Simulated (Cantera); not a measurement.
A freely propagating, adiabatic, planar premixed flame of C3H8 : O2 : N2 = 1 : 7.46 : 23.9 (molar parts), unburnt at 400 K and 12000 Pa; mixture-averaged transport, grid criteria slope 0.08 and curve 0.16, no radiation.

Detailed kinetics in Cantera: GRI-Mech 3.0 (53 species, 325 reactions). GRI-Mech 3.0 was tuned for natural gas; its chemistry of propane as a main component is partial and can be far from experiment. Burning velocities carry a grid error of a few per cent, more on coarse grids.

### Question
Predict: laminar burning velocity; thermal thickness; peak x(CO); peak x(CH2O); peak x(O).

### Answer
```json
{
 "laminar_burning_velocity": "92.9 cm/s",
 "thermal_thickness": "2.18 mm",
 "peak x(CO)": "0.0525",
 "peak x(CH2O)": "0.00130",
 "peak x(O)": "0.0111"
}
```
